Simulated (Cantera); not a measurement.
A perfectly stirred reactor is fed with C₂H₆ : N₂ : H₂O = 1 : 70 : 0.15 (molar parts), at 100.0 Torr; it is held at 1675 K, and followed from long to short residence time.

Cantera simulation using GRI-Mech 3.0 (53 species, 325 reactions); the numbers are that mechanism's predictions, not measurements. GRI-Mech 3.0 stops at C3 and has no aromatics, soot or wall deposition, so with more carbon than oxygen in the feed, carbon stays in small species such as C2H2 where larger ones or solid carbon would form.

x: mole fraction; the columns are a selection and need not sum to one.

```
τ (s)   x C₂H₆     x CH₃    x C₂H    x H₂    x C₂H₄     x CH₄
------  ------  --------  -------  ------  --------  --------
18           …   2.74e-5  1.49e-7  0.0289   5.13e-6  0.000560
5.7          …   4.61e-5  1.81e-7  0.0280   8.95e-6  0.000783
1.8          …   7.63e-5  2.34e-7  0.0270   1.84e-5   0.00101
0.55         …  0.000126  3.13e-7  0.0261   4.19e-5   0.00125
0.17         …  0.000208  4.13e-7  0.0251  0.000100   0.00154
0.053        …  0.000346  5.21e-7  0.0239  0.000246   0.00195
0.016        …  0.000588  6.29e-7  0.0222  0.000623   0.00249
0.0051       …  0.000981  7.04e-7  0.0196   0.00145   0.00298
0.0016       …   0.00163  6.84e-7  0.0158   0.00302   0.00306
```

Some entries are withheld; supply them.


- 18, x C₂H₆: 2.98e-7
- 5.7, x C₂H₆: 8.72e-7
- 1.8, x C₂H₆: 2.46e-6
- 0.55, x C₂H₆: 6.97e-6
- 0.17, x C₂H₆: 1.93e-5
- 0.053, x C₂H₆: 5.37e-5
- 0.016, x C₂H₆: 0.000155
- 0.0051, x C₂H₆: 0.000429
- 0.0016, x C₂H₆: 0.00120
